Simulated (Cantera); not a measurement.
A Cantera script and its output.

```python
import numpy as np
import cantera as ct

gas = ct.Solution("gri30.yaml")
gas.TPX = 675, 38000, {'CH4': 1, 'H2': 0.7, 'O2': 1.68, 'N2': 6.88, 'H2O': 0.83}
flame = ct.FreeFlame(gas, width=0.079)
flame.set_refine_criteria(ratio=3, slope=0.08, curve=0.16)
flame.transport_model = "mixture-averaged"
flame.solve(loglevel=0, auto=True)
flame.transport_model = "multicomponent"
flame.soret_enabled = False
flame.solve(loglevel=0, refine_grid=True)
z, T = flame.grid, flame.T
thick = (T[-1] - T[0]) / np.gradient(T, z).max()
show = ['CH4', 'H2', 'O2', 'CO2', 'CH2', 'CH2O']
print(f"laminar burning velocity  {flame.velocity[0] * 100:.3f} cm/s")
print(f"burnt temperature         {T[-1]:.1f} K")
print(f"thermal thickness         {thick * 1e3:.4f} mm")
print(f"grid points               {len(z)}")
z0 = z[flame.heat_release_rate.argmax()]
print(f"{'z/mm':>9s}{'T/K':>9s}{'u/(m/s)':>9s}" + "".join(f"{s:>11s}" for s in show))
rows = []
for k in (-3, -2, -1.5, -1, -0.5, -0.25, 0, 0.25, 0.5, 1, 2, 4, 8):
    zz = z0 + k * thick
    rows.append([k * thick, np.interp(zz, z, T), np.interp(zz, z, flame.velocity),
                 *(np.interp(zz, z, flame.X[gas.species_index(s)]) for s in show)])
    print(f"{rows[-1][0] * 1e3:9.3f}{rows[-1][1]:9.1f}{rows[-1][2]:9.3f}" + "".join(f"{x:11.3e}" for x in rows[-1][3:]))
```

Output:

```
laminar burning velocity  150.777 cm/s
burnt temperature         2102.8 K
thermal thickness         0.9193 mm
grid points               152
     z/mm      T/K  u/(m/s)        CH4         H2         O2        CO2        CH2       CH2O
   -2.758    675.2    1.509  9.013e-02  6.350e-02  1.514e-01  3.604e-08  1.142e-17  5.795e-08
   -1.839    677.4    1.515  8.997e-02  6.433e-02  1.512e-01  9.812e-07  3.404e-14  1.418e-06
   -1.379    686.6    1.538  8.947e-02  6.546e-02  1.506e-01  8.312e-06  6.512e-12  1.031e-05
   -0.919    750.9    1.688  8.604e-02  6.790e-02  1.467e-01  1.327e-04  2.440e-09  1.014e-04
   -0.460   1093.7    2.490  6.383e-02  7.251e-02  1.204e-01  1.956e-03  5.011e-07  6.061e-04
   -0.230   1430.5    3.294  3.722e-02  7.480e-02  8.557e-02  5.592e-03  1.190e-05  8.562e-04
    0.000   1744.1    4.060  1.169e-02  7.369e-02  4.413e-02  1.189e-02  6.739e-05  5.650e-04
    0.230   1905.8    4.454  1.834e-03  6.843e-02  1.724e-02  1.919e-02  5.665e-05  1.745e-04
    0.460   1955.7    4.568  2.009e-04  6.454e-02  6.405e-03  2.554e-02  1.338e-05  2.993e-05
    0.919   1977.6    4.605  2.620e-06  6.375e-02  1.703e-03  3.295e-02  3.261e-07  5.776e-07
    1.839   1993.2    4.629  4.232e-09  6.516e-02  1.005e-03  3.703e-02  1.042e-09  1.871e-09
    3.677   2012.8    4.667  2.766e-12  6.567e-02  7.646e-04  3.770e-02  7.709e-13  4.136e-10
    7.354   2037.8    4.717  2.899e-14  6.585e-02  5.044e-04  3.752e-02  5.348e-15  4.310e-10
```

Computed with Cantera and GRI-Mech 3.0 (53 species, 325 reactions). Burning velocities carry a grid error of a few per cent, more on coarse grids.
